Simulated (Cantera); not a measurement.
## Thermodynamics of carbon deposition, reforming and gasification, feed CH4 + H2O

Input: 1 mol CH4, a varied amount of H2O, held at 725 K and 0.00133 bar.

Equilibrium computed with Cantera from the NASA thermochemical tables; the gas is ideal and each condensed phase is pure. Candidate condensed phases: C, C6H6, C7H8, C8H18, H2O; 110 gas species. Rates play no part.

From 0.22 mol H2O to 1.1 mol H2O the condensed part is C(graphite). From 1.4 mol H2O to 2.1 mol H2O nothing is condensed. The main C-bearing gas is CO at 0.22 mol H2O and CO2 at 2.1 mol H2O.

```
n(H2O) (mol)  log p H2  log p CO  log p H2O  log p CO2  log p CH4  n C(graphite)
------------  --------  --------  ---------  ---------  ---------  -------------
0.22             -2.92     -4.08      -4.71      -4.99      -5.12          0.819
0.28             -2.92     -4.00      -4.64      -4.85      -5.14          0.775
0.34             -2.93     -3.95      -4.59      -4.73      -5.15          0.732
0.41             -2.94     -3.90      -4.55      -4.63      -5.17          0.681
0.51             -2.95     -3.84      -4.51      -4.52      -5.19          0.609
0.62             -2.96     -3.79      -4.47      -4.43      -5.21          0.530
0.76             -2.97     -3.75      -4.44      -4.34      -5.23          0.430
0.93             -2.98     -3.71      -4.41      -4.26      -5.26          0.309
1.1              -2.99     -3.68      -4.39      -4.20      -5.28          0.189
1.4              -3.01     -3.66      -4.33      -4.10      -5.36              0
1.7              -3.02     -3.77      -4.06      -3.94      -5.77              0
2.1              -3.03     -3.92      -3.83      -3.85      -6.20              0
```
log p: log10 of the partial pressure in bar; n: condensed amount in mol.
